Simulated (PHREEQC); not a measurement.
Make-up at 62 °C: 0.098 mol/kgw CuCl2, 0.059 mol/kgw HNO3 and 0.0011 mol/kgw NaCl. Closed to the air; pH follows from the charge balance.

Computed with PHREEQC (ion-association model, phreeqc.dat).

Each row changes one thing in this solution. No solid was allowed to form.

| case | pH | ionic strength (mol/kgw) | Cl- (mol/kgw) |
|---|---|---|---|
| as made | 1.34 | 0.278 | 0.158 |
| HNO3 from 0.059 to 0.0295 mol/kgw | 1.64 | 0.247 | 0.157 |
| diluted 100-fold with water | 3.26 | 0.00350 | 0.00195 |
| NaCl replaced by MnCl2 at the same molality | 1.34 | 0.280 | 0.159 |
| CuCl2 left out | 1.31 | 0.0601 | 0.00110 |
| NaCl from 0.0011 to 0.00022 mol/kgw | 1.34 | 0.277 | 0.157 |
| CuCl2 from 0.098 to 0.0098 mol/kgw | 1.31 | 0.0876 | 0.0198 |

Complexes and solids missing from the database can't appear. Constants without temperature data keep their 25 °C values here.
